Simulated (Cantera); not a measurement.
## Cu + F2 + N2 (aluminium and copper etching)

Charge: 1 mol Cu, 2.6 mol F2, 0.29 mol N2, held at 4.80 Pa.

Cantera equilibrium calculation (NASA polynomials, part measured and part estimated; ideal gas, pure solids and liquids). Candidate condensed phases: Cu, CuF2; 11 gas species. Kinetics and transport are ignored.

```json
[
 {"T (°C)": "150", "x F": "1.75e-5", "x F2": "0.557", "x NF3": "0.443", "x CuF2": "<1e-12", "x N2": "5.45e-10", "n CuF2(s)": "1.00"},
 {"T (°C)": "250", "x F": "0.00139", "x F2": "0.558", "x NF3": "0.440", "x CuF2": "<1e-12", "x N2": "0.000935", "n CuF2(s)": "1.00"},
 {"T (°C)": "350", "x F": "0.0325", "x F2": "0.774", "x NF3": "0.0647", "x CuF2": "1.54e-9", "x N2": "0.129", "n CuF2(s)": "1.00"},
 {"T (°C)": "450", "x F": "0.254", "x F2": "0.611", "x NF3": "0.00138", "x CuF2": "1.74e-6", "x N2": "0.133", "n CuF2(s)": "1.000"},
 {"T (°C)": "550", "x F": "0.720", "x F2": "0.181", "x NF3": "1.36e-5", "x CuF2": "0.000334", "x N2": "0.0981", "n CuF2(s)": "0.999"},
 {"T (°C)": "650", "x F": "0.877", "x F2": "0.0200", "x NF3": "5.85e-8", "x CuF2": "0.0195", "x N2": "0.0831", "n CuF2(s)": "0.932"},
 {"T (°C)": "750", "x F": "0.711", "x F2": "0.00161", "x NF3": "2.27e-10", "x CuF2": "0.223", "x N2": "0.0647", "n CuF2(s)": "0"},
 {"T (°C)": "850", "x F": "0.712", "x F2": "0.000287", "x NF3": "4.45e-12", "x CuF2": "0.223", "x N2": "0.0646", "n CuF2(s)": "0"},
 {"T (°C)": "950", "x F": "0.713", "x F2": "6.74e-5", "x NF3": "<1e-12", "x CuF2": "0.223", "x N2": "0.0646", "n CuF2(s)": "0"},
 {"T (°C)": "1050", "x F": "0.713", "x F2": "1.96e-5", "x NF3": "<1e-12", "x CuF2": "0.222", "x N2": "0.0645", "n CuF2(s)": "0"}
]
```
x: gas mole fraction; n: condensed amount in mol.

From 150 °C to 650 °C the condensed part is CuF2(s). From 750 °C to 1050 °C nothing is condensed.
